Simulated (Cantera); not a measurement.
A Cantera script and its output.

```python
import numpy as np
import cantera as ct

gas = ct.Solution("gri30.yaml")
gas.TPX = 675, 14000, {'CH4': 1, 'O2': 2.82, 'N2': 10.6}
flame = ct.FreeFlame(gas, width=0.16)
flame.set_refine_criteria(ratio=3, slope=0.08, curve=0.16)
flame.transport_model = "unity-Lewis-number"
flame.solve(loglevel=0, auto=True)
z, T = flame.grid, flame.T
thick = (T[-1] - T[0]) / np.gradient(T, z).max()
show = ['CH4', 'O2', 'H2O', 'C2H2', 'OH', 'CO']
print(f"laminar burning velocity  {flame.velocity[0] * 100:.3f} cm/s")
print(f"burnt temperature         {T[-1]:.1f} K")
print(f"thermal thickness         {thick * 1e3:.4f} mm")
print(f"grid points               {len(z)}")
z0 = z[flame.heat_release_rate.argmax()]
print(f"{'z/mm':>9s}{'T/K':>9s}{'u/(m/s)':>9s}" + "".join(f"{s:>11s}" for s in show))
rows = []
for k in (-3, -2, -1.5, -1, -0.5, -0.25, 0, 0.25, 0.5, 1, 2, 4, 8):
    zz = z0 + k * thick
    rows.append([k * thick, np.interp(zz, z, T), np.interp(zz, z, flame.velocity),
                 *(np.interp(zz, z, flame.X[gas.species_index(s)]) for s in show)])
    print(f"{rows[-1][0] * 1e3:9.3f}{rows[-1][1]:9.1f}{rows[-1][2]:9.3f}" + "".join(f"{x:11.3e}" for x in rows[-1][3:]))
```

It prints:

```
laminar burning velocity  135.437 cm/s
burnt temperature         2105.1 K
thermal thickness         2.2643 mm
grid points               137
     z/mm      T/K  u/(m/s)        CH4         O2        H2O       C2H2         OH         CO
   -6.793    675.5    1.355  6.932e-02  1.955e-01  4.841e-05  5.956e-09  2.582e-11  1.782e-05
   -4.529    678.2    1.361  6.913e-02  1.952e-01  3.322e-04  4.087e-08  1.176e-09  1.223e-04
   -3.396    685.4    1.376  6.864e-02  1.945e-01  1.086e-03  1.336e-07  1.097e-08  3.998e-04
   -2.264    724.1    1.455  6.596e-02  1.906e-01  5.166e-03  6.362e-07  2.421e-07  1.904e-03
   -1.132    949.5    1.921  4.988e-02  1.672e-01  2.974e-02  3.697e-06  1.961e-05  1.099e-02
   -0.566   1242.6    2.540  2.827e-02  1.346e-01  6.335e-02  8.333e-06  3.786e-04  2.342e-02
    0.000   1564.2    3.236  6.363e-03  9.447e-02  1.014e-01  1.099e-05  3.353e-03  3.546e-02
    0.566   1680.3    3.488  4.203e-04  7.398e-02  1.156e-01  1.259e-06  7.237e-03  3.299e-02
    1.132   1706.8    3.540  1.613e-05  6.814e-02  1.163e-01  3.077e-08  8.511e-03  2.660e-02
    2.264   1739.1    3.600  4.539e-08  6.451e-02  1.153e-01  3.147e-11  9.308e-03  1.949e-02
    4.529   1785.6    3.684  1.275e-11  6.240e-02  1.163e-01  3.347e-15  9.742e-03  1.533e-02
    9.057   1848.8    3.796  3.186e-18  6.116e-02  1.196e-01  2.061e-22  9.753e-03  1.326e-02
   18.114   1922.3    3.924  2.284e-19  5.995e-02  1.239e-01  1.042e-24  9.269e-03  1.098e-02
```

Computed with Cantera and GRI-Mech 3.0 (53 species, 325 reactions). Unity Lewis numbers drop preferential diffusion, which matters most where H2 and H carry the flame. Burning velocities carry a grid error of a few per cent, more on coarse grids.
